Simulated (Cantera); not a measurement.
Cantera run:

```python
import numpy as np
import cantera as ct

gas_names = """
    H HO2 H2 H2O H2O2 O OH O2 O3 P PH PH3 PO PO2 P2 P4 P4O10
""".split()
cond_names = """
    H2O(s) H2O(L) P(cr) P(L) P4O10(s)
""".split()


# ... load() reads the species with a 1 bar reference pressure and builds the phases ...
atoms = {
    'PH3': {'P': 1, 'H': 3},
    'O2': {'O': 2},
}
top_T = {'P4O10(s)': 690}  # K; cautious upper limits of use, not melting points


# ... equilibrate(T, P, feed) seeds the gas with the atoms and calls Mixture.equilibrate('TP', solver="vcs", rtol=1e-11, max_steps=5000) ...
results = []
feed = {'PH3': 1, 'O2': 0.1}  # mol
P = 10000  # Pa
for T in [2023, 2073, 2123, 2173, 2223, 2273, 2323, 2373, 2423, 2473, 2523, 2573, 2623]:
    mix = equilibrate(T, P, feed)
    results.append((T, P, feed, dict(zip(mix.species_names, mix.species_moles))))

top = {s: max(r[3][s] / sum(r[3][g] for g in gas_names) for r in results) for s in gas_names}
cols = sorted((s for s in top if top[s] > 0.0001), key=lambda s: -top[s])[:8]
seen = [c for c in cond_names if any(r[3].get(c, 0) > 1e-12 for r in results)]
print("log10 of partial pressures in bar; condensed amounts in mol")
print(f"{'T/K':>10s}" + "".join(f"{s[:9]:>10s}" for s in cols + seen))
for T, P, feed, n in results:
    ng = sum(n[g] for g in gas_names)
    print(f"{T:10.4g}" + "".join(f"{np.log10(max(n[s] / ng * P / 1e5, 1e-99)):10.3f}" for s in cols)
          + "".join(f"{n.get(c, 0):10.4g}" for c in seen))
```

It prints:

```
log10 of partial pressures in bar; condensed amounts in mol
       T/K        H2        P2         H        PO       H2O         P       PO2        PH
      2023    -1.164    -1.666    -3.304    -2.312    -2.395    -4.143    -3.398    -4.588
      2073    -1.164    -1.673    -3.162    -2.273    -2.445    -3.991    -3.430    -4.489
      2123    -1.164    -1.679    -3.027    -2.239    -2.497    -3.846    -3.467    -4.395
      2173    -1.164    -1.685    -2.898    -2.210    -2.551    -3.708    -3.509    -4.306
      2223    -1.165    -1.692    -2.776    -2.186    -2.606    -3.577    -3.555    -4.221
      2273    -1.167    -1.698    -2.659    -2.165    -2.662    -3.451    -3.605    -4.140
      2323    -1.170    -1.705    -2.548    -2.149    -2.719    -3.331    -3.658    -4.063
      2373    -1.174    -1.712    -2.442    -2.135    -2.776    -3.216    -3.712    -3.991
      2423    -1.179    -1.720    -2.341    -2.124    -2.834    -3.106    -3.769    -3.922
      2473    -1.185    -1.728    -2.244    -2.115    -2.893    -3.002    -3.826    -3.858
      2523    -1.193    -1.737    -2.152    -2.109    -2.953    -2.901    -3.885    -3.798
      2573    -1.202    -1.748    -2.065    -2.105    -3.013    -2.806    -3.944    -3.741
      2623    -1.213    -1.760    -1.982    -2.102    -3.075    -2.715    -4.004    -3.689
```

Method: chemical equilibrium by Gibbs-energy minimisation in Cantera with the NASA 1993 tables (ideal gas, pure condensed phases). Gases not in the tables: HPO2, HPO3 and P4O6.
